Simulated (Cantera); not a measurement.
Predominance diagram of Ca at 1000 K against the partial pressures of O2 and Cl2 (log10, bar). Cantera with NASA thermochemical tables; ideal gases at 1 bar, condensed phases pure. Candidates: Ca(s), CaCl2(s), CaO(s). Only these pure phases compete in this equilibrium. Not in the tables: oxide halides.

Which phase is stable at these pairs, and which metal-bearing vapour leads over it? (-14.7, -12.7); (0, -9.5); (-10, -34.8); (-6.2, -38); (-9.3, -6.3); (-5.4, -19); (-16.2, -31.7)


```
log p(O2)  log p(Cl2)     phase  chief vapour  log p (bar)
---------  ----------  --------  ------------  -----------
-14.7           -12.7  CaCl2(s)         CaCl2         -7.7
0                -9.5    CaO(s)         CaCl2        -11.4
-10             -34.8    CaO(s)            Ca        -26.3
-6.2              -38    CaO(s)           CaO        -26.3
-9.3             -6.3  CaCl2(s)         CaCl2         -7.7
-5.4              -19    CaO(s)         CaCl2        -18.2
-16.2           -31.7    CaO(s)            Ca        -23.2
```
